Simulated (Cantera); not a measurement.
Equilibrium for oxide etching and cleaning by halides: B₂O₃ + F₂ + H₂

Input: 1 mol B₂O₃, 20 mol F₂, 26 mol H₂, equilibrated at 1625 K and 48.0 Pa.

These are equilibrium values from Cantera (NASA tables, ideal gas, pure condensed phases), not measurements of a reactor. Candidate condensed phases: B, B₂O₃, B₃O₃H₃, H₂O; 43 gas species. Kinetics and transport are ignored.

```json
{
  "x(HF)": "0.807",
  "x(H₂)": "0.127",
  "x(BOF)": "0.0409",
  "x(H₂O)": "0.0221",
  "x(BF₃)": "0.00124",
  "x(H)": "0.00115",
  "x(HBO₂)": "0.000404",
  "x(OH)": "8.41e-6",
  "x(BF₂)": "6.89e-6",
  "gas_amount": "46.97 mol",
  "log10 activity of B(s) (absent)": "-8.57",
  "log10 activity of B₃O₃H₃(s) (absent)": "-27.13"
}
```
